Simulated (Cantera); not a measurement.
Charge: 1 mol C2H2, 0.26 mol CO2, 9.5 mol H2, at 5400 Pa.

Method: chemical equilibrium by Gibbs-energy minimisation in Cantera with the NASA 1993 tables (ideal gas, pure condensed phases). Candidate condensed phases: C, C6H6, C7H8, C8H18, H2O; 110 gas species. Equilibrium is a limit: real reactors are often held back by kinetics, nucleation or transport.

Over these rows the condensed part is C(graphite). Partial pressures as log10 of bar:

```csv
T (K),1000/T (1/K),log p CO2,log p H2,log p CO
748,1.3369,-3.82,-1.35,-3.30
898,1.1136,?,-1.30,-2.65
1048,0.9542,-5.85,-1.29,-2.60
1198,0.8347,-6.90,-1.29,-2.59
1348,0.7418,-7.71,-1.29,-2.59
1498,0.6676,-8.36,-1.29,-2.59
```

Question: Fit log p(CO2) = a + b·(1000/T) to the five rows, give the apparent enthalpy, and predict the row at 898 K.

Answer: Means: 1000/T = 0.9070, log p = -6.528. Sxy = 1.856914, Sxx = 0.2768725, so b = 6.71 and a = -6.528 − (6.71)×0.9070 = -12.61.
Apparent enthalpy: −19.145 × (6.71) = -128 kJ/mol. With the condensed phases at unit activity, 2 CO(g) = CO2(g) + C(graphite) links this pressure to the main gases: over the six rows their terms move log p by +1.42 in all, so the slope isn't that reaction's ΔH° alone. The five rows lie within 0.36 of the line; that is curvature, so one enthalpy describes this range poorly.
Prediction at 898 K: -12.61 + (6.71)×1.1136 = -5.14. The computed value is -4.53, 0.61 from the line.
